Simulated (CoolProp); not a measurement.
R11 along the isotherm 500 K: density (kg/m³) from the reference equation and from simpler models built on Tc = 471.1 K, pc = 4.408 MPa, ω = 0.189; each cubic takes its own stable root.

The numbers come from the reference Helmholtz-energy equation of state, Jacobsen 1992 in CoolProp.

```json
[
 {"p (MPa)": "2.75", "phase": "gas", "reference": "113.5"},
 {"p (MPa)": "5.51", "phase": "supercritical", "reference": "377.7"},
 {"p (MPa)": "8.26", "phase": "supercritical", "reference": "793.8"},
 {"p (MPa)": "11", "phase": "supercritical", "reference": "902.2"},
 {"p (MPa)": "13.8", "phase": "supercritical", "reference": "963.4"},
 {"p (MPa)": "16.5", "phase": "supercritical", "reference": "1005"},
 {"p (MPa)": "19.3", "phase": "supercritical", "reference": "1039"},
 {"p (MPa)": "22", "phase": "supercritical", "reference": "1067"},
 {"p (MPa)": "24.8", "phase": "supercritical", "reference": "1091"},
 {"p (MPa)": "27.5", "phase": "supercritical", "reference": "1112"},
 {"p (MPa)": "30.3", "phase": "supercritical", "reference": "1131"},
 {"p (MPa)": "33.1", "phase": "supercritical", "reference": "1148"},
 {"p (MPa)": "35.8", "phase": "supercritical", "reference": "1164"},
 {"p (MPa)": "38.6", "phase": "supercritical", "reference": "1179"},
 {"p (MPa)": "41.3", "phase": "supercritical", "reference": "1192"},
 {"p (MPa)": "44.1", "phase": "supercritical", "reference": "1205"}
]
```

How far does each simpler model (van der Waals, Peng-Robinson) lie from the reference over these 16 states: mean and median of the absolute difference, and the worst?


- van der Waals: mean 20.5 %, median 22.7 %, worst -23.3 % at 500 K and 44.1 MPa
- Peng-Robinson: mean 5.6 %, median 6.1 %, worst +9.5 % at 500 K and 44.1 MPa
